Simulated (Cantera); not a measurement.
A Cantera script and what it prints.

```python
import numpy as np
import cantera as ct

gas_names = [...]  # 109 gases of nasa_gas.yaml made of C, Cl, H, Si
cond_names = """
    C(gr) C6H6(L) C7H8(L) C8H18(L),n-octa Si(cr) Si(L) SiC(b)
""".split()


# ... load() reads the species with a 1 bar reference pressure and builds the phases ...
atoms = {
    'SiHCl3': {'Si': 1, 'H': 1, 'CL': 3},
    'C2H4': {'C': 2, 'H': 4},
    'H2': {'H': 2},
    'C2H2': {'C': 2, 'H': 2},
}
top_T = {'C(gr)': 4500, 'SiC(b)': 3050}  # K; cautious upper limits of use, not melting points


# ... equilibrate(T, P, feed) seeds the gas with the atoms and calls Mixture.equilibrate('TP', solver="vcs", rtol=1e-11, max_steps=5000) ...
results = []
feed = {'SiHCl3': 1, 'C2H4': 0.0074, 'H2': 87, 'C2H2': 0.045}  # mol
T = 1825  # K
for P in [100, 270, 720, 1900, 5200, 14000, 37000, 100000]:
    mix = equilibrate(T, P, feed)
    results.append((T, P, feed, dict(zip(mix.species_names, mix.species_moles))))
    x = sorted(zip(gas.X, gas.species_names), reverse=True)
    print(f"T = {T:g} K  P = {P:g} Pa  gas = {mix.phase_moles(0):.4g} mol")
    print("   x: " + "  ".join(f"{s} {v:.3e}" for v, s in x if v > 1e-05))
    print("   condensed (mol): " + ("  ".join(f"{mix.phase(i).name} {mix.phase_moles(i):.4g}"
          for i in range(1, mix.n_phases) if mix.phase_moles(i) > 1e-12) or "none"))
```

Output:

```
T = 1825 K  P = 100 Pa  gas = 90.12 mol
   x: H2 9.507e-01  HCL 2.781e-02  H 1.358e-02  Si 4.548e-03  SiCL2 2.431e-03  SiCL 3.068e-04  CL 3.030e-04  SiH 1.490e-04  Si2C 5.506e-05  SiH2 3.385e-05  Si2 2.960e-05
   condensed (mol): Si(L) 0.2099  SiC(b) 0.0998
T = 1825 K  P = 270 Pa  gas = 89.61 mol
   x: H2 9.589e-01  HCL 2.816e-02  H 8.299e-03  SiCL2 2.471e-03  Si 1.684e-03  SiCL 1.882e-04  CL 1.859e-04  SiH 9.106e-05  SiH2 3.414e-05  Si2C 2.039e-05  Si2 1.096e-05
   condensed (mol): Si(L) 0.4902  SiC(b) 0.1029
T = 1825 K  P = 720 Pa  gas = 89.36 mol
   x: H2 9.631e-01  HCL 2.835e-02  H 5.093e-03  SiCL2 2.493e-03  Si 6.316e-04  SiCL 1.158e-04  CL 1.143e-04  SiH 5.588e-05  SiH2 3.429e-05
   condensed (mol): Si(L) 0.5957  SiC(b) 0.1041
T = 1825 K  P = 1900 Pa  gas = 89.23 mol
   x: H2 9.654e-01  HCL 2.845e-02  H 3.139e-03  SiCL2 2.505e-03  Si 2.393e-04  SiCL 7.146e-05  CL 7.056e-05  SiH 3.444e-05  SiH2 3.438e-05
   condensed (mol): Si(L) 0.6368  SiC(b) 0.1045
T = 1825 K  P = 5200 Pa  gas = 89.16 mol
   x: H2 9.668e-01  HCL 2.851e-02  SiCL2 2.512e-03  H 1.899e-03  Si 8.745e-05  SiCL 4.325e-05  CL 4.271e-05  SiH2 3.443e-05  SiH 2.084e-05
   condensed (mol): Si(L) 0.6537  SiC(b) 0.1046
T = 1825 K  P = 14000 Pa  gas = 89.12 mol
   x: H2 9.676e-01  HCL 2.854e-02  SiCL2 2.515e-03  H 1.158e-03  SiH2 3.446e-05  Si 3.248e-05  SiCL 2.637e-05  CL 2.604e-05  SiH 1.270e-05  SiCL3 1.236e-05
   condensed (mol): Si(L) 0.6604  SiC(b) 0.1045
T = 1825 K  P = 37000 Pa  gas = 89.09 mol
   x: H2 9.681e-01  HCL 2.854e-02  SiCL2 2.513e-03  H 7.124e-04  SiH2 3.447e-05  SiCL3 2.008e-05  SiCL 1.622e-05  CL 1.601e-05  Si 1.229e-05
   condensed (mol): Si(L) 0.663  SiC(b) 0.1042
T = 1825 K  P = 100000 Pa  gas = 89.08 mol
   x: H2 9.684e-01  HCL 2.850e-02  SiCL2 2.506e-03  H 4.334e-04  SiH2 3.448e-05  SiCL3 3.288e-05  CH4 1.792e-05
   condensed (mol): Si(L) 0.6638  SiC(b) 0.1032
```

Method: chemical equilibrium by Gibbs-energy minimisation in Cantera with the NASA 1993 tables (ideal gas, pure condensed phases). Mutual solubility and eutectic melting of coexisting phases are not modelled. The tables' values for SiCl, SiCl3 are old estimates; treat these amounts as uncertain. Gases not in the tables: Si2H6 and higher silanes.
